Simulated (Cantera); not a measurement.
What does this Cantera script print?

```python
import numpy as np
import cantera as ct

gas = ct.Solution("gri30.yaml")
gas.TPX = 1825, 390, {'C2H6': 1, 'N2': 16}
reactor = ct.IdealGasConstPressureReactor(gas, energy="off", clone=False)
net = ct.ReactorNet([reactor])
net.rtol, net.atol = 1e-08, 1e-18
show = ['C2H6', 'C2H', 'CH2', 'C2H2', 'H', 'HCN']
times = np.geomspace(0.0006, 6, 15)

steps = ct.SolutionArray(gas, extra=["t"])
rows = []
print(f"{'t/s':>10s}{'T/K':>9s}{'P/Pa':>11s}" + "".join(f"{s:>11s}" for s in show))
for t in times:
    while net.time < t:
        t_next = net.step()
        steps.append(gas.state, t=t_next)
    rows.append([np.interp(t, steps.t, y) for y in (steps.T, steps.P, *steps(*show).X.T)])
    print(f"{t:10.3e}{rows[-1][0]:9.1f}{rows[-1][1]:11.4g}" + "".join(f"{x:11.3e}" for x in rows[-1][2:]))
rate = np.gradient(steps.T, steps.t)
print("integrator steps:", len(steps.t))
if steps.T.max() > steps.T[0] + 200:
    print(f"time of steepest temperature rise: {steps.t[rate.argmax()]:.4e} s")
gas.TPX = 1825, 390, {'C2H6': 1, 'N2': 16}
gas.equilibrate("TP")
print(f"equilibrium (TP): T = {gas.T:.1f} K  " + "  ".join(f"{s} {gas[s].X[0]:.3e}" for s in show))
```

Result:

```
       t/s      T/K       P/Pa       C2H6        C2H        CH2       C2H2          H        HCN
 6.000e-04   1825.0        390  2.216e-02  5.261e-07  1.644e-04  5.944e-04  1.883e-03  2.280e-06
 1.158e-03   1825.0        390  5.061e-03  6.092e-06  2.159e-04  6.166e-03  3.259e-03  9.618e-06
 2.237e-03   1825.0        390  2.425e-04  1.314e-05  1.499e-04  2.243e-02  3.345e-03  2.276e-05
 4.318e-03   1825.0        390  1.772e-05  1.015e-05  6.797e-05  3.596e-02  2.138e-03  3.181e-05
 8.337e-03   1825.0        390  5.589e-06  6.978e-06  3.163e-05  4.290e-02  1.394e-03  3.641e-05
 1.610e-02   1825.0        390  2.438e-06  5.062e-06  1.639e-05  4.624e-02  9.969e-04  3.925e-05
 3.108e-02   1825.0        390  1.195e-06  3.870e-06  9.189e-06  4.783e-02  7.630e-04  4.140e-05
 6.000e-02   1825.0        390  6.144e-07  3.104e-06  5.440e-06  4.878e-02  6.155e-04  4.324e-05
 1.158e-01   1825.0        390  3.288e-07  2.665e-06  3.477e-06  4.953e-02  5.318e-04  4.500e-05
 2.237e-01   1825.0        390  1.822e-07  2.526e-06  2.492e-06  5.023e-02  5.075e-04  4.704e-05
 4.318e-01   1825.0        390  9.546e-08  2.675e-06  1.958e-06  5.095e-02  5.414e-04  5.000e-05
 8.337e-01   1825.0        390  3.928e-08  3.116e-06  1.526e-06  5.164e-02  6.347e-04  5.514e-05
 1.610e+00   1825.0        390  1.068e-08  3.930e-06  1.071e-06  5.215e-02  8.039e-04  6.460e-05
 3.108e+00   1825.0        390  1.742e-09  5.285e-06  6.364e-07  5.241e-02  1.083e-03  8.145e-05
 6.000e+00   1825.0        390  1.578e-10  7.307e-06  2.950e-07  5.249e-02  1.496e-03  1.059e-04
integrator steps: 1328
equilibrium (TP): T = 1825.0 K  C2H6 6.054e-14  C2H 3.533e-06  CH2 9.043e-09  C2H2 1.652e-02  H 2.291e-03  HCN 7.207e-02
```

Model: GRI-Mech 3.0 (53 species, 325 reactions), integrated in Cantera. GRI-Mech 3.0 stops at C3 and has no aromatics, soot or wall deposition, so with more carbon than oxygen in the feed, carbon stays in small species such as C2H2 where larger ones or solid carbon would form. Radical loss at walls, strong at low pressure, is not modelled.
